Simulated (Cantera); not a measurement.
A closed system holds: 1 mol Ta, 0.62 mol CO₂, a varied amount of H₂, equilibrated at 2598.15 K and 11.0 mbar.

These are equilibrium values from Cantera (NASA tables, ideal gas, pure condensed phases), not measurements of a reactor. Candidate condensed phases: C, C₆H₆, C₇H₈, C₈H₁₈, H₂O, Ta, TaC, Ta₂O₅; 113 gas species. Condensed phases not in the tables: Ta₂C, N, O or C dissolved in the metal. The numbers say what is thermodynamically allowed, not how fast it happens.

log p: log10 of the partial pressure in bar; n: condensed amount in mol.

| n(H₂) (mol) | log p H₂ | log p H | log p CO | log p TaO₂ | log p TaO | log p H₂O | n Ta(s) |
|---|---|---|---|---|---|---|---|
| 7.9 | -2.17 | -2.50 | -3.18 | -3.63 | -3.80 | -4.59 | 0.630 |
| 26 | -2.13 | -2.49 | (withheld) | (withheld) | (withheld) | (withheld) | 0.599 |
| 44 | -2.13 | -2.48 | -3.89 | -4.52 | -4.25 | -4.99 | 0.582 |
| 62 | -2.12 | -2.48 | -4.04 | -4.72 | -4.35 | -5.09 | 0.570 |
| 80 | -2.12 | -2.48 | -4.15 | -4.88 | -4.43 | -5.17 | 0.562 |
| 97 | -2.12 | -2.48 | -4.23 | -5.00 | -4.49 | -5.23 | 0.555 |
| 120 | -2.12 | -2.48 | -4.32 | -5.14 | -4.56 | -5.29 | 0.548 |
| 130 | -2.12 | -2.48 | -4.35 | (withheld) | -4.59 | -5.32 | 0.546 |
| 150 | -2.12 | -2.48 | -4.42 | -5.29 | -4.63 | -5.37 | 0.541 |
| 170 | -2.12 | -2.48 | -4.47 | -5.38 | -4.68 | -5.41 | 0.537 |

Question: Fill in the missing entries.

Answer: 
- 130, log p TaO₂: -5.19
- 26, log p CO: -3.67
- 26, log p TaO₂: -4.22
- 26, log p TaO: -4.10
- 26, log p H₂O: -4.85
